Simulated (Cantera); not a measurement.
A perfectly stirred reactor is fed with CH₄ : C₂H₆ : O₂ : N₂ : CO₂ = 1 : 1.3 : 6.97 : 26.2 : 6.6 (molar parts), equivalence ratio 0.94, at 3.60 bar; it is adiabatic with a 700 K inlet, and is followed from long to short residence time, starting on the burning branch (τ in s: 0.084, 0.034, 0.014, 0.0058, 0.0024, 0.00096, 0.00039, 0.00016, 6.6e-05, 2.7e-05).

Cantera simulation using GRI-Mech 3.0 (53 species, 325 reactions); the numbers are that mechanism's predictions, not measurements.

x: mole fraction; the columns are a selection and need not sum to one.

| τ (s) | T (K) | x CH₄ | x C₂H₆ | x O₂ | x NO | x H₂O |
|---|---|---|---|---|---|---|
| 0.084 | 2148 | 1.01e-6 | 1.16e-7 | 0.0123 | (withheld) | 0.136 |
| 0.034 | 2139 | 2.11e-6 | 2.80e-7 | 0.0131 | (withheld) | 0.136 |
| 0.014 | 2123 | 4.07e-6 | 6.53e-7 | 0.0142 | (withheld) | 0.135 |
| 0.0058 | 2099 | 7.48e-6 | 1.48e-6 | 0.0158 | (withheld) | 0.134 |
| 0.0024 | 2065 | 1.38e-5 | 3.26e-6 | 0.0179 | (withheld) | 0.133 |
| 0.00096 | 2020 | 2.73e-5 | 7.26e-6 | 0.0208 | (withheld) | 0.131 |
| 0.00039 | 1967 | 5.69e-5 | 1.60e-5 | 0.0242 | (withheld) | 0.129 |
| 0.00016 | 1904 | 0.000131 | 3.69e-5 | 0.0284 | (withheld) | 0.127 |
| 6.6e-5 | 1820 | 0.000399 | 0.000105 | 0.0352 | (withheld) | 0.123 |
| 2.7e-5 | 700 | 0.0238 | 0.0309 | 0.166 | <1e-12 | <1e-12 |

Fill in the missing entries.


- 0.084, x NO: 0.000595
- 0.034, x NO: 0.000358
- 0.014, x NO: 0.000226
- 0.0058, x NO: 0.000150
- 0.0024, x NO: 0.000103
- 0.00096, x NO: 7.12e-5
- 0.00039, x NO: 5.01e-5
- 0.00016, x NO: 3.41e-5
- 6.6e-5, x NO: 1.87e-5
